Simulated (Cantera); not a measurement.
An isothermal, constant-pressure homogeneous reactor starts with H2 : O2 = 0.0092 : 1 (molar parts), equivalence ratio 0.0046, at 1450 K and 2.40 Torr. Integrator tolerance rtol = 1e-08.

Detailed kinetics in Cantera: the H2/O2 subset of GRI-Mech 3.0, which has no nitrogen chemistry. Radical loss at walls, strong at low pressure, is not modelled.

Question: What does this change do: H2 0.0092 to 0.00096 parts?

Answer: 
```csv
quantity,before,after
x(H2) at 4.00 s,2.28e-5 (gas-phase equilibrium 1.54e-7),3.56e-7 (gas-phase equilibrium 1.59e-8)
x(O2) at 4.00 s,0.985 (gas-phase equilibrium 0.991),0.998 (gas-phase equilibrium 0.999)
x(H2O) at 4.00 s,0.00848 (gas-phase equilibrium 0.00911),0.000886 (gas-phase equilibrium 0.000944)
x(O) at 4.00 s,0.00561 (gas-phase equilibrium 3.56e-5),0.000849 (gas-phase equilibrium 3.57e-5)
x(H2O2) at 4.00 s,1.53e-9 (gas-phase equilibrium 7.90e-11),9.66e-11 (gas-phase equilibrium 8.23e-12)
x(HO2) at 4.00 s,6.36e-8 (gas-phase equilibrium 3.08e-8),9.48e-9 (gas-phase equilibrium 9.99e-9)
```

Question: What does this change do: temperature 1450 to 1048 K?

Answer: 
| quantity | before | after |
|---|---|---|
| x(H2) at 4.00 s | 2.28e-5 (gas-phase equilibrium 1.54e-7) | 6.61e-6 (gas-phase equilibrium 5.61e-11) |
| x(O2) at 4.00 s | 0.985 (gas-phase equilibrium 0.991) | 0.989 (gas-phase equilibrium 0.991) |
| x(H2O) at 4.00 s | 0.00848 (gas-phase equilibrium 0.00911) | 0.00904 (gas-phase equilibrium 0.00916) |
| x(O) at 4.00 s | 0.00561 (gas-phase equilibrium 3.56e-5) | 0.00126 (gas-phase equilibrium 1.12e-8) |
| x(H2O2) at 4.00 s | 1.53e-9 (gas-phase equilibrium 7.90e-11) | 3.99e-9 (gas-phase equilibrium 2.61e-12) |
| x(HO2) at 4.00 s | 6.36e-8 (gas-phase equilibrium 3.08e-8) | 1.84e-7 (gas-phase equilibrium 4.46e-10) |
